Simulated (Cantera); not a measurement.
## Moist CO burnout

An isothermal, constant-pressure homogeneous reactor starts with CO : O2 : H2O : N2 = 0.003 : 0.07 : 0.027 : 1 (molar parts), at 1175 K and 43000 Pa.

Model: GRI-Mech 3.0 (53 species, 325 reactions), integrated in Cantera.

```csv
t (s),x CO,x O2,x H2O,x N2O,x H,x NO,x H2
1.00e-6,0.00273,0.0636,0.0245,<1e-12,<1e-12,<1e-12,<1e-12
5.59e-6,0.00273,0.0636,0.0245,<1e-12,<1e-12,<1e-12,<1e-12
3.13e-5,0.00273,0.0636,0.0245,<1e-12,<1e-12,<1e-12,<1e-12
0.000175,0.00273,0.0636,0.0245,<1e-12,6.36e-12,<1e-12,<1e-12
0.000979,0.00273,0.0636,0.0245,<1e-12,2.00e-10,<1e-12,1.00e-10
0.00548,0.00270,0.0636,0.0245,5.66e-10,1.12e-6,<1e-12,1.04e-6
0.0306,0.000242,0.0624,0.0245,1.03e-7,1.35e-6,4.72e-9,5.44e-6
0.171,7.01e-6,0.0624,0.0246,1.36e-7,1.00e-8,5.60e-9,1.80e-7
0.959,9.70e-8,0.0624,0.0246,1.34e-7,1.14e-10,5.86e-9,8.12e-9
5.36,2.69e-10,0.0624,0.0246,9.26e-8,8.54e-12,5.95e-9,1.37e-9
30.0,1.62e-10,0.0624,0.0246,1.42e-8,6.39e-12,6.02e-9,1.14e-9
```
x: mole fraction; the columns are a selection and need not sum to one.

Equilibrium at this temperature and pressure: CO 1.61e-10, O2 0.0623, H2O 0.0246, N2O 4.75e-9, H 6.32e-12, NO 9.47e-5, H2 1.13e-9 (gas phase only).
